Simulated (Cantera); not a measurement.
An isothermal, constant-pressure homogeneous reactor starts with NO : N₂ = 1 : 1 (molar parts), at 1950 K and 1.00 bar. Integrator tolerance rtol = 1e-08.

Cantera simulation using GRI-Mech 3.0 (53 species, 325 reactions); the numbers are that mechanism's predictions, not measurements.

Task: What does this change do: NO 1 to 0.49 parts?

Result: 
| quantity | before | after |
|---|---|---|
| x(NO) at 3.00 s | 0.0705 (gas-phase equilibrium 0.00704) | 0.0686 (gas-phase equilibrium 0.00602) |
| x(O) at 3.00 s | 0.000211 (gas-phase equilibrium 0.000225) | 0.000165 (gas-phase equilibrium 0.000182) |
| x(N₂O) at 3.00 s | 2.42e-6 (gas-phase equilibrium 3.87e-7) | 2.32e-6 (gas-phase equilibrium 3.49e-7) |
| x(NO₂) at 3.00 s | 0.000134 (gas-phase equilibrium 1.43e-5) | 0.000102 (gas-phase equilibrium 9.90e-6) |
| x(N₂) at 3.00 s | 0.715 (gas-phase equilibrium 0.746) | 0.801 (gas-phase equilibrium 0.832) |
| x(O₂) at 3.00 s | 0.215 (gas-phase equilibrium 0.246) | 0.130 (gas-phase equilibrium 0.161) |
